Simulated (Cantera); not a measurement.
## Equilibrium for iron carbonyl, mercury and lead vapours: Hg + O2 + N2

Feed: 1 mol Hg, 0.19 mol O2, 0.19 mol N2, equilibrated at 727 °C and 0.330 bar.

Method: chemical equilibrium by Gibbs-energy minimisation in Cantera with the NASA 1993 tables (ideal gas, pure condensed phases). Candidate condensed phases: Hg, HgO; 10 gas species. Equilibrium is a limit: real reactors are often held back by kinetics, nucleation or transport.

The x(Hg) comes out as 0.725 and the x(N2) is 0.138. The x(O2) is 0.138, the x(NO) is 1.06e-5 and the gas amount is 1.380 mol. The log10 activity of Hg(l) (absent) is -2.41.
